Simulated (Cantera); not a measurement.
Input: 1 mol Si, 0.55 mol HCl, 2.5 mol H2, held at 14300 Torr.

These are equilibrium values from Cantera (NASA tables, ideal gas, pure condensed phases), not measurements of a reactor. Candidate condensed phases: Si; 19 gas species. Equilibrium is a limit: real reactors are often held back by kinetics, nucleation or transport.

Over these rows the condensed part is Si(s). Partial pressures as log10 of bar:

```csv
T (K),1000/T (1/K),log p HCl,log p H2,log p SiHCl3,log p SiCl4
700,1.4286,-2.75,1.25,-0.16,-0.47
750,1.3333,-2.39,1.25,-0.16,-0.47
800,1.2500,-2.08,1.25,-0.17,-0.46
850,1.1765,-1.81,1.25,-0.18,-0.46
900,1.1111,?,1.25,-0.18,-0.46
950,1.0526,-1.35,1.25,-0.19,-0.45
```

Q: Fit log p(HCl) = a + b·(1000/T) to the five rows, give the apparent enthalpy, and predict the row at 900 K.

A: Means: 1000/T = 1.2482, log p = -2.076. Sxy = -0.309396, Sxx = 0.0831897, so b = -3.72 and a = -2.076 − (-3.72)×1.2482 = 2.57.
Apparent enthalpy: −19.145 × (-3.72) = 71 kJ/mol. With the condensed phases at unit activity, 1/3 H2(g) + 1/3 SiHCl3(g) = HCl(g) + 1/3 Si(s) links this pressure to the main gases: over the six rows their terms move log p by -0.01 in all, so the slope is close to that reaction's ΔH°. The five rows lie within 0.01 of the line.
Prediction at 900 K: 2.57 + (-3.72)×1.1111 = -1.56. The computed value is -1.57, 0.01 from the line.
